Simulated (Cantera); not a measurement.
# Low-pressure radical oxidation in H2/O2

An isothermal, constant-pressure homogeneous reactor starts with H₂ : O₂ = 0.015 : 1 (molar parts), equivalence ratio 0.0075, at 1225 K and 1.88 Torr.

Cantera simulation using the H2/O2 subset of GRI-Mech 3.0, which has no nitrogen chemistry; the numbers are that mechanism's predictions, not measurements. Radical loss at walls, strong at low pressure, is not modelled.

```json
[
 {"t (s)": "0.000400", "x H₂": "0.0148", "x O₂": "0.985", "x HO₂": "1.59e-9", "x OH": "8.72e-10", "x H": "7.87e-10", "x O": "9.24e-10"},
 {"t (s)": "0.00108", "x H₂": "0.0148", "x O₂": "0.985", "x HO₂": "4.30e-9", "x OH": "3.69e-9", "x H": "1.45e-9", "x O": "4.28e-9"},
 {"t (s)": "0.00291", "x H₂": "0.0148", "x O₂": "0.985", "x HO₂": "1.16e-8", "x OH": "1.85e-8", "x H": "4.68e-9", "x O": "2.44e-8"},
 {"t (s)": "0.00783", "x H₂": "0.0148", "x O₂": "0.985", "x HO₂": "3.14e-8", "x OH": "3.26e-7", "x H": "7.25e-8", "x O": "4.59e-7"},
 {"t (s)": "0.0211", "x H₂": "0.0139", "x O₂": "0.984", "x HO₂": "2.03e-7", "x OH": "0.000379", "x H": "9.03e-5", "x O": "0.000555"},
 {"t (s)": "0.0569", "x H₂": "9.84e-5", "x O₂": "0.972", "x HO₂": "2.24e-7", "x OH": "0.00128", "x H": "0.000910", "x O": "0.0125"},
 {"t (s)": "0.153", "x H₂": "8.71e-5", "x O₂": "0.972", "x HO₂": "2.18e-7", "x OH": "0.00123", "x H": "0.000857", "x O": "0.0123"},
 {"t (s)": "0.413", "x H₂": "8.18e-5", "x O₂": "0.973", "x HO₂": "2.13e-7", "x OH": "0.00119", "x H": "0.000776", "x O": "0.0115"},
 {"t (s)": "1.11", "x H₂": "6.95e-5", "x O₂": "0.975", "x HO₂": "1.98e-7", "x OH": "0.00110", "x H": "0.000601", "x O": "0.00964"},
 {"t (s)": "3.00", "x H₂": "4.69e-5", "x O₂": "0.978", "x HO₂": "1.66e-7", "x OH": "0.000905", "x H": "0.000327", "x O": "0.00640"}
]
```
x: mole fraction; the columns are a selection and need not sum to one.

Equilibrium at this temperature and pressure: H₂ 6.38e-9, O₂ 0.985, HO₂ 4.84e-9, OH 1.06e-5, H 5.01e-10, O 8.41e-7 (gas phase only).
